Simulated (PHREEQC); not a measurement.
HCl is added in steps, without added water, to 1 kg of water holding 0.012 mol/kgw H3BO3 and 0.02 mol/kgw NaF, at 25 °C. O2 is buffered at 0.21 atm. No CO2 enters from the air. Solids allowed: Halite. Others were left out.

Base run: PHREEQC, ion-association model, wateq4f.dat. Each further column changes one thing. The table gives BF2(OH)2- (mol/kgw).

| HCl added (mol) | base | Debye-Hückel limiting law | Davies equation for every ion | all activity coefficients set to 1 | database phreeqc.dat |
|---|---|---|---|---|---|
| 0 | 3.40e-5 | 3.37e-5 | 3.38e-5 | … | 3.37e-5 |
| 0.0028 | 0.00129 | 0.00128 | 0.00129 | 0.00128 | 0.00128 |
| 0.0052 | 0.00152 | 0.00151 | 0.00151 | 0.00151 | 0.00151 |
| 0.008 | 0.00143 | 0.00142 | 0.00142 | 0.00142 | 0.00142 |
| 0.0108 | 0.00113 | 0.00113 | 0.00113 | … | 0.00113 |
| 0.0132 | 0.000782 | 0.000784 | 0.000781 | … | 0.000778 |
| 0.016 | 0.000443 | 0.000451 | 0.000444 | … | 0.000440 |

**Question.** Some entries are withheld; supply them.

**Answer.** 
- 0, all activity coefficients set to 1: 3.36e-5
- 0.0108, all activity coefficients set to 1: 0.00112
- 0.0132, all activity coefficients set to 1: 0.000761
- 0.016, all activity coefficients set to 1: 0.000406

Real BF4- forms and hydrolyses slowly; the run takes it at equilibrium. phreeqc.dat and wateq4f.dat share most of their constants, so their agreement is no independent check.
